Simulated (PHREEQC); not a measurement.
3.2 g of hydrous ferric oxide (600 m²/g; 0.2 weak and 0.005 strong sites per Fe, Dzombak-Morel constants, diffuse double layer) in 1 kg of water with 0.1 mol/kgw of an inert sodium salt, at 25 °C; the pH is set by adding NaOH or the inert anion's acid. O2 is buffered at 0.21 atm. The system is closed to CO2. Precipitation was switched off in this run.

Base run: PHREEQC, ion-association model, wateq4f.dat. Each further column changes one thing. The table gives surface charge σ (C/m²).

```tsv
pH	base	background salt from 0.1 to 0.01 mol/kgw	oxide from 3.2 to 16 g/kgw	0.008 mol/kgw H3BO3 added
4	0.322	?	0.326	0.321
4.67	0.254	?	0.259	0.253
5.33	0.178	0.090	0.181	0.176
6	0.112	0.050	0.113	0.111
6.67	0.063	0.026	0.064	0.063
7.33	0.029	0.011	0.030	0.029
8	0.004	0.001	0.004	0.004
8.67	-0.020	-0.008	-0.021	-0.021
9.33	-0.051	-0.020	-0.051	-0.051
10	-0.094	-0.041	-0.095	-0.096
10.67	-0.154	-0.077	-0.157	-0.158
11.33	-0.230	?	-0.234	-0.234
12	-0.307	-0.234	-0.311	-0.310
```

Task: Fill in the missing entries.

Result: 
- 4, background salt from 0.1 to 0.01 mol/kgw: 0.226
- 4.67, background salt from 0.1 to 0.01 mol/kgw: 0.149
- 11.33, background salt from 0.1 to 0.01 mol/kgw: -0.135
